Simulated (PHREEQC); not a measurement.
A solution holds 0.0018 mol NH3, 0.048 mol NaAlO2 and 0.0041 mol Na2CO3 per kg of water, at 90 °C. Closed to the air; pH follows from the charge balance.

All values are PHREEQC results (ion-association model, wateq4f.dat), not measurements.

Each row changes one thing in this solution. This is a speciation only: nothing precipitates in the calculation.

| case | pH | ionic strength (mol/kgw) | Na+ (mol/kgw) | NaCO3- (mol/kgw) | HCO3- (mol/kgw) | CO3-2 (mol/kgw) | SI of Al(OH)3(a) (Al(OH)3) | SI of Boehmite (AlOOH) |
|---|---|---|---|---|---|---|---|---|
| as made | 9.41 | 0.0541 | 0.0537 | 0.00252 | 0.00115 | 0.000414 | -0.92 | +1.52 |
| 0.0017 mol/kgw HF added | 8.99 | 0.0548 | [?] | 0.00175 | 0.00203 | 0.000285 | -0.50 | +1.93 |
| 0.046 mol/kgw TMAH added | 10.96 | 0.0995 | 0.0528 | 0.00337 | 4.58e-5 | [?] | -2.49 | -0.05 |
| NH3 from 0.0018 to 0.0009 mol/kgw | 9.40 | 0.0541 | 0.0537 | 0.00251 | 0.00115 | 0.000413 | -0.91 | +1.53 |
| diluted 10-fold with water | 8.95 | 0.00563 | 0.00559 | [?] | 0.000347 | 2.93e-5 | -1.39 | +1.04 |
| NH3 left out | 9.40 | 0.0541 | 0.0537 | [?] | 0.00116 | 0.000412 | -0.91 | +1.53 |

### Question
Fill in the missing entries.

### Answer

- 0.0017 mol/kgw HF added, Na+ (mol/kgw): 0.0544
- 0.046 mol/kgw TMAH added, CO3-2 (mol/kgw): 0.000688
- diluted 10-fold with water, NaCO3- (mol/kgw): 3.15e-5
- NH3 left out, NaCO3- (mol/kgw): 0.00250

Some of these states are supersaturated (in Boehmite (slow to form), Gibbsite (slow to form), for instance). Constants without temperature data keep their 25 °C values here. Fluoro complexes past AlF4- and FeF3 are missing from the database.
